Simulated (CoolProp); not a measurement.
Vapour-liquid equilibrium of propylene (1) + dimethyl ether (2) at 247.9 K; x and y are mole fractions of (1).

Computed with CoolProp (multi-fluid Helmholtz-energy mixture model, Lemmon 2013 and Wu 2011; pair parameters Bell 2016).

```csv
x,bubble pressure (MPa),y at the bubble point,dew pressure at overall composition x (MPa),liquid density (mol/L)
0.05,0.1099,0.138,0.1029,15.85
0.125,0.1252,0.297,0.1088,15.68
0.2,0.1395,0.417,0.1154,15.50
0.275,0.1529,0.512,0.1228,15.33
0.35,0.1655,0.589,0.1311,15.16
0.425,0.1774,0.654,0.1405,14.99
0.5,0.1886,0.711,0.1511,14.82
0.575,0.1992,0.761,0.1631,14.66
0.65,0.2094,0.807,0.1765,14.50
0.725,0.2192,0.850,0.1915,14.35
0.8,0.2286,0.891,0.2079,14.20
0.875,0.2379,0.931,0.2250,14.05
0.95,0.2470,0.972,0.2421,13.91
```

No azeotrope shows between x = 0.05 and 0.95.

The pair parameters rest on a limited set of measurements; away from them the model extrapolates.
